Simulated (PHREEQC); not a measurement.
## Silver or lead bath: speciation

A solution holds 0.0034 mol PbCl2, 0.00044 mol NaNO3 and 0.09 mol Na2SO4 per kg of water, at 20 °C. Closed to the air; pH follows from the charge balance.

Computed with PHREEQC (ion-association model, phreeqc.dat).

Precipitation was switched off in this run.

Predict the pH, density, specific conductance.

pH 5.92; density 1.011 g/cm³; specific conductance 12500 µS/cm.

In which forms is S present?

SO4-2 79 %, NaSO4- 18 %, PbSO4 2.2 %, Pb(SO4)2-2 1.6 % of the S.

The solution is supersaturated, for example in Anglesite, so a real one may precipitate; this is no full list.
